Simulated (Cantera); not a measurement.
Gas mixture: O2 : NO : N2 = 0.83 : 0.82 : 0.67 (molar parts), at 9.87 atm, frozen composition.

Cantera's kinetic-theory transport with the Lennard-Jones parameters of GRI-Mech 3.0, ideal gas; thermal conductivity in the mixture-averaged form. The composition is frozen, though it would react at the higher temperatures.

One state of this run: ρ (kg/m³) = 4.53; cp (J/kg/K) = 1086; μ (µPa s) = 38.3; λ (mW/m/K) = 58.7; Pr = 0.708; D (cm²/s) CH3 = 0.125; D (cm²/s) C2H2 = 0.0940; D (cm²/s) H = 0.686. D: mixture-averaged diffusion coefficient of that species in the mixture.

Question: Which value of T (K) does it belong to?
A) 1400
B) 1000
C) 600
D) 800

Answer: D, 800
